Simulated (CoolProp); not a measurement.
R236FA at several states: Z from the reference equation and from simpler models built on Tc = 124.9 °C, pc = 3191 kPa, ω = 0.377; each cubic takes its own stable root.

Computed with CoolProp (reference Helmholtz-energy equation of state, Pan 2012).

```
T (°C)  p (kPa)   phase  reference
------  -------  ------  ---------
22.55      2900  liquid     0.1299
40.25       158     gas     0.9573
11.55      5490  liquid     0.2474
87.05       506     gas     0.9149
39.75      3170  liquid     0.1399
15.75      2410  liquid     0.1089
```

### Question
How far does each simpler model (van der Waals, Redlich-Kwong, Soave-Redlich-Kwong, Peng-Robinson) lie from the reference over these 6 states: mean and median of the absolute difference, and the worst?

### Answer
- van der Waals: mean 44.2 %, median 64.1 %, worst +67.1 % at 15.75 °C and 2410 kPa
- Redlich-Kwong: mean 11.3 %, median 15.9 %, worst +17.5 % at 39.75 °C and 3170 kPa
- Soave-Redlich-Kwong: mean 7.0 %, median 10.0 %, worst +10.8 % at 39.75 °C and 3170 kPa
- Peng-Robinson: mean 1.7 %, median 2.3 %, worst -2.8 % at 11.55 °C and 5490 kPa
